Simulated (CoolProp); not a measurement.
Model: reference Helmholtz-energy equation of state, Thol 2019, in CoolProp.

### Question
Give the vapour pressure (MPa), vapour density (kg/m³), enthalpy of vaporisation (kJ/kg), surface tension (mN/m) of saturated decamethylcyclopentasiloxane (D5) at 453.1, 488.3, 494.1 K.

### Answer
| T (K) | p (MPa) | vapour density (kg/m³) | enthalpy of vaporisation (kJ/kg) | surface tension (mN/m) |
|---|---|---|---|---|
| 453.1 | 0.0460 | 4.77 | 121 | 7.39 |
| 488.3 | 0.112 | 11.3 | 108 | 5.35 |
| 494.1 | 0.127 | 12.9 | 106 | 5.03 |

Surface tension comes from a separate correlation (Mulero 2014), older than this fluid's equation and unchecked against measurements.
